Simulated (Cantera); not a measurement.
Input: 1 mol Si3N4, 0.045 mol H2O, 12 mol N2, equilibrated at 1675 K and 0.00250 bar.

Equilibrium computed with Cantera from the NASA thermochemical tables; the gas is ideal and each condensed phase is pure. Candidate condensed phases: H2O, Si, SiO2, Si2N2O, Si3N4; 35 gas species. Equilibrium is a limit: real reactors are often held back by kinetics, nucleation or transport.

Base state: N2 0.992, SiO 0.00371, H2 0.00364, H 0.000140, Si 9.64e-5 (mole fractions); condensed: Si3N4(s).

Task: What changes in the equilibrium state with this change: temperature from 1675 K to 1800 K?

Result: 
| species | before | after |
|---|---|---|
| N2 | 0.992 | 0.992 |
| SiO | 0.00371 | 0.00319 |
| H2 | 0.00364 | 0.00299 |
| Si | 9.64e-5 | 0.00127 |
| Si2N | 3.17e-6 | 4.51e-5 |
| SiN | 3.16e-6 | 2.80e-5 |
| H | 0.000140 | 0.000392 |
| Si3N4(s), mol | 0.985 | 0 |
| Si(l), mol | 0 | 2.94 |
The tables' values for SiN are old estimates; treat these amounts as uncertain.

Task: What changes in the equilibrium state with this change: temperature from 1675 K to 2150 K?

Result: 
```csv
species,before,after
N2,0.992,0.900
Si,9.64e-5,0.0898
H,0.000140,0.00307
Si3,2.87e-8,0.000260
Si2,2.09e-7,0.00130
Si2N,3.17e-6,0.000915
"Si3N4(s), mol",0.985,0
"Si(l), mol",0,1.46
```
The tables' values for SiN are old estimates; treat these amounts as uncertain.

Task: What changes in the equilibrium state with this change: temperature from 1675 K to 1548 K?

Result: 
| species | before | after |
|---|---|---|
| N2 | 0.992 | 0.996 |
| H2 | 0.00364 | 0.00371 |
| SiO | 0.00371 | 0.000388 |
| H | 0.000140 | 3.75e-5 |
| Si | 9.64e-5 | 1.67e-6 |
| Si3N4(s), mol | 0.985 | 0.972 |
| Si2N2O(s), mol | 0 | 0.0403 |
Mutual solubility and eutectic melting of coexisting phases are not modelled.
